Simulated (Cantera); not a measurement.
Cantera run:

```python
import numpy as np
import cantera as ct

gas_names = """
    SiC2 CCL4 CL SiCL4
""".split()
cond_names = """
    Si(cr) Si(L) C(gr)
""".split()


# ... load() reads the species with a 1 bar reference pressure and builds the phases ...
species = {s.name: s for s in load("nasa_gas.yaml", gas_names) + load("nasa_condensed.yaml", cond_names)}
# Each term lists the table entries of one substance; the one whose range holds T is used.
reactions = {
    'SiC2(g) = Si + 2 C':
        [(-1, ['SiC2']), (1, ['Si(cr)', 'Si(L)']), (2, ['C(gr)'])],
    '2 CCl4(g) + Si = 8 Cl(g) + SiC2(g)':
        [(-2, ['CCL4']), (-1, ['Si(cr)', 'Si(L)']), (8, ['CL']), (1, ['SiC2'])],
    '2 C + SiCl4(g) = 4 Cl(g) + SiC2(g)':
        [(-2, ['C(gr)']), (-1, ['SiCL4']), (4, ['CL']), (1, ['SiC2'])],
}


def pick(names, T):
    return next(species[n] for n in names if species[n].thermo.min_temp <= T <= species[n].thermo.max_temp)


results = []
for label, terms in reactions.items():
    print(label)
    print("     T/K   dH/kJ  dS/(J/K)   dG/kJ   log10 K")
    for T in [2275, 2325, 2375, 2425, 2475, 2525, 2575]:
        used = [(nu, pick(names, T)) for nu, names in terms]
        dH = sum(nu * s.thermo.h(T) for nu, s in used) / 1e6
        dS = sum(nu * s.thermo.s(T) for nu, s in used) / 1e3
        dG = dH - T * dS / 1e3
        logK = -dG * 1e6 / (ct.gas_constant * T * np.log(10))
        results.append((label, T, dH, dS, dG, logK, [s.name for _, s in used]))
        print(f"{T:8g} {dH:8.1f} {dS:8.1f} {dG:8.1f} {logK:8.2f}")
```

It prints:

```
SiC2(g) = Si + 2 C
     T/K   dH/kJ  dS/(J/K)   dG/kJ   log10 K
    2275   -542.0   -161.1   -175.3     4.03
    2325   -541.2   -160.8   -167.3     3.76
    2375   -540.4   -160.5   -159.3     3.50
    2425   -539.6   -160.1   -151.3     3.26
    2475   -538.8   -159.8   -143.3     3.02
    2525   -538.0   -159.5   -135.3     2.80
    2575   -537.2   -159.2   -127.3     2.58
2 CCl4(g) + Si = 8 Cl(g) + SiC2(g)
     T/K   dH/kJ  dS/(J/K)   dG/kJ   log10 K
    2275   1725.6    902.0   -326.5     7.50
    2325   1725.1    901.8   -371.5     8.35
    2375   1724.6    901.5   -416.6     9.16
    2425   1724.0    901.3   -461.7     9.94
    2475   1723.5    901.1   -506.8    10.69
    2525   1723.0    900.9   -551.8    11.42
    2575   1722.5    900.7   -596.9    12.11
2 C + SiCl4(g) = 4 Cl(g) + SiC2(g)
     T/K   dH/kJ  dS/(J/K)   dG/kJ   log10 K
    2275   1757.9    561.7    479.9   -11.02
    2325   1757.3    561.5    451.8   -10.15
    2375   1756.7    561.2    423.8    -9.32
    2425   1756.1    561.0    395.7    -8.52
    2475   1755.5    560.7    367.7    -7.76
    2525   1754.9    560.5    339.6    -7.03
    2575   1754.3    560.3    311.6    -6.32
```

Cantera with NASA thermochemical tables; ideal gases at 1 bar, condensed phases pure. Condensed species are held in their standard states even where they would react or evaporate.
